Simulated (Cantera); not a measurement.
An isothermal, constant-pressure homogeneous reactor starts with 27.3 % H2, 22.7 % O2, 50.0 % N2, equivalence ratio 0.60, at 1250 K and 90.0 Torr.

Model: GRI-Mech 3.0 (53 species, 325 reactions), integrated in Cantera. The temperature is held fixed by assumption; the heat of reaction is taken as removed at once.

x: mole fraction; the columns are a selection and need not sum to one.

| t (s) | x H2 | x O2 | x H2O | x OH | x NO | x N2O | x H |
|---|---|---|---|---|---|---|---|
| 5.00e-6 | 0.273 | 0.227 | 7.48e-10 | 4.83e-10 | <1e-12 | <1e-12 | 6.40e-9 |
| 4.04e-5 | 0.273 | 0.227 | 2.81e-7 | (withheld) | <1e-12 | <1e-12 | 2.75e-7 |
| 0.000326 | 0.0292 | 0.117 | 0.199 | (withheld) | 3.69e-6 | 9.70e-9 | 0.0995 |
| 0.00263 | 0.00192 | 0.105 | 0.312 | (withheld) | 1.16e-5 | 3.29e-8 | 0.000946 |
| 0.0212 | 2.21e-5 | 0.105 | 0.316 | (withheld) | 1.16e-5 | 4.79e-8 | 1.24e-6 |
| 0.171 | 1.14e-6 | 0.105 | 0.316 | (withheld) | 1.16e-5 | 5.00e-8 | 1.69e-8 |
| 1.38 | 1.44e-7 | 0.105 | 0.316 | (withheld) | 1.16e-5 | 3.96e-8 | 7.93e-10 |
| 11.2 | 9.76e-8 | 0.105 | 0.316 | 1.46e-5 | 1.16e-5 | 6.92e-9 | 4.39e-10 |
| 90.0 | 9.76e-8 | 0.105 | 0.316 | 1.46e-5 | 1.16e-5 | 3.48e-9 | 4.39e-10 |

Task: What belongs in the gaps?

Result: 
- 4.04e-5, x OH: 3.24e-8
- 0.000326, x OH: 0.00847
- 0.00263, x OH: 0.00190
- 0.0212, x OH: 0.000210
- 0.171, x OH: 5.06e-5
- 1.38, x OH: 1.81e-5
